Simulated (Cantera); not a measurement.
What does this Cantera script print?

```python
import numpy as np
import cantera as ct

gas = ct.Solution("gri30.yaml")
gas.TPX = 1450, 500000, {'CH4': 0.0098, 'O2': 0.089, 'N2': 1}
reactor = ct.IdealGasConstPressureReactor(gas, energy="off", clone=False)
net = ct.ReactorNet([reactor])
net.rtol, net.atol = 1e-08, 1e-18
show = ['CH4', 'O2', 'CO2', 'HCO', 'CH2', 'NO', 'CO']
times = np.geomspace(4e-05, 100, 11)

steps = ct.SolutionArray(gas, extra=["t"])
rows = []
print(f"{'t/s':>10s}{'T/K':>9s}{'P/Pa':>11s}" + "".join(f"{s:>11s}" for s in show))
for t in times:
    while net.time < t:
        t_next = net.step()
        steps.append(gas.state, t=t_next)
    rows.append([np.interp(t, steps.t, y) for y in (steps.T, steps.P, *steps(*show).X.T)])
    print(f"{t:10.3e}{rows[-1][0]:9.1f}{rows[-1][1]:11.4g}" + "".join(f"{x:11.3e}" for x in rows[-1][2:]))
rate = np.gradient(steps.T, steps.t)
print("integrator steps:", len(steps.t))
if steps.T.max() > steps.T[0] + 200:
    print(f"time of steepest temperature rise: {steps.t[rate.argmax()]:.4e} s")
gas.TPX = 1450, 500000, {'CH4': 0.0098, 'O2': 0.089, 'N2': 1}
gas.equilibrate("TP")
print(f"equilibrium (TP): T = {gas.T:.1f} K  " + "  ".join(f"{s} {gas[s].X[0]:.3e}" for s in show))
```

Result:

```
       t/s      T/K       P/Pa        CH4         O2        CO2        HCO        CH2         NO         CO
 4.000e-05   1450.0      5e+05  8.918e-03  8.100e-02  5.424e-11  1.081e-12  3.769e-13  5.571e-15  9.298e-10
 1.745e-04   1450.0      5e+05  8.901e-03  8.099e-02  1.553e-08  7.580e-11  3.537e-11  1.305e-13  2.206e-07
 7.615e-04   1450.0      5e+05  4.408e-03  7.600e-02  2.105e-04  8.934e-07  3.111e-07  9.160e-10  2.559e-03
 3.322e-03   1450.0      5e+05  2.758e-18  6.320e-02  8.789e-03  7.939e-14  4.132e-19  2.481e-07  1.296e-04
 1.450e-02   1450.0      5e+05  1.733e-19  6.316e-02  8.916e-03  3.632e-17  5.596e-21  2.806e-07  2.529e-06
 6.325e-02   1450.0      5e+05  8.421e-20  6.316e-02  8.919e-03  2.745e-19  1.896e-21  2.865e-07  3.722e-08
 2.759e-01   1450.0      5e+05  8.007e-20  6.316e-02  8.919e-03  2.643e-19  1.800e-21  2.915e-07  3.599e-08
 1.204e+00   1450.0      5e+05  6.601e-20  6.316e-02  8.919e-03  2.642e-19  1.500e-21  3.126e-07  3.599e-08
 5.253e+00   1450.0      5e+05  3.077e-20  6.316e-02  8.919e-03  2.641e-19  7.049e-22  4.047e-07  3.599e-08
 2.292e+01   1450.0      5e+05  1.185e-21  6.316e-02  8.919e-03  2.641e-19  2.715e-23  8.064e-07  3.599e-08
 1.000e+02   1450.0      5e+05  5.360e-27  6.316e-02  8.919e-03  2.641e-19  1.228e-28  2.559e-06  3.599e-08
integrator steps: 1922
equilibrium (TP): T = 1450.0 K  CH4 1.135e-32  O2 6.287e-02  CO2 8.919e-03  HCO 2.650e-19  CH2 1.060e-34  NO 5.614e-04  CO 3.607e-08
```

Model: GRI-Mech 3.0 (53 species, 325 reactions), integrated in Cantera. The temperature is held fixed by assumption; the heat of reaction is taken as removed at once.
